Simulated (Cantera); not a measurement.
Reactions in the system Al-Cl-H

Standard-state values (1 bar) from the NASA 1993 polynomials, evaluated with Cantera. Values are per mole of reaction as written; species without (g) are pure solids or liquids, kept so even where they would boil at 1 bar.

3 H(g) + AlCl3(g) = 3 HCl(g) + Al

| T (K) | ΔH° (kJ) | ΔS° (J/K) | ΔG° (kJ) | log10 K |
|---|---|---|---|---|
| 423 | -349.3 | -78.1 | -316.3 | 39.06 |
| 448 | -350.0 | -79.5 | -314.3 | 36.65 |
| 473 | -350.6 | -80.9 | -312.3 | 34.49 |
| 498 | -351.3 | -82.3 | -310.3 | 32.55 |
| 523 | -351.9 | -83.5 | -308.2 | 30.78 |
| 548 | -352.6 | -84.7 | -306.1 | 29.18 |
| 573 | -353.2 | -85.9 | -304.0 | 27.71 |

Al(g) + 3 Cl(g) = AlCl3

```json
[
 {"T (K)": "423", "ΔH° (kJ)": "-1398.1", "ΔS° (J/K)": "-547.8", "ΔG° (kJ)": "-1166.4", "log10 K": "144.03", "condensed phases": "AlCl3(s)"},
 {"T (K)": "448", "ΔH° (kJ)": "-1397.8", "ΔS° (J/K)": "-547.0", "ΔG° (kJ)": "-1152.7", "log10 K": "134.40", "condensed phases": "AlCl3(s)"},
 {"T (K)": "473", "ΔH° (kJ)": "-1361.9", "ΔS° (J/K)": "-469.9", "ΔG° (kJ)": "-1139.6", "log10 K": "125.85", "condensed phases": "AlCl3(l)"},
 {"T (K)": "498", "ΔH° (kJ)": "-1361.0", "ΔS° (J/K)": "-468.0", "ΔG° (kJ)": "-1127.9", "log10 K": "118.30", "condensed phases": "AlCl3(l)"},
 {"T (K)": "523", "ΔH° (kJ)": "-1360.0", "ΔS° (J/K)": "-466.2", "ΔG° (kJ)": "-1116.2", "log10 K": "111.48", "condensed phases": "AlCl3(l)"},
 {"T (K)": "548", "ΔH° (kJ)": "-1359.1", "ΔS° (J/K)": "-464.6", "ΔG° (kJ)": "-1104.6", "log10 K": "105.28", "condensed phases": "AlCl3(l)"},
 {"T (K)": "573", "ΔH° (kJ)": "-1358.2", "ΔS° (J/K)": "-462.9", "ΔG° (kJ)": "-1093.0", "log10 K": "99.63", "condensed phases": "AlCl3(l)"}
]
```

Al2Cl6(g) = 6 Cl(g) + 2 Al

```
T (K)  ΔH° (kJ)  ΔS° (J/K)  ΔG° (kJ)  log10 K
-----  --------  ---------  --------  -------
423      2025.9      579.3    1780.9  -219.91
448      2026.4      580.4    1766.4  -205.95
473      2026.8      581.3    1751.8  -193.46
498      2027.2      582.2    1737.3  -182.22
523      2027.7      583.0    1722.7  -172.06
548      2028.1      583.8    1708.2  -162.82
573      2028.5      584.6    1693.5  -154.38
```
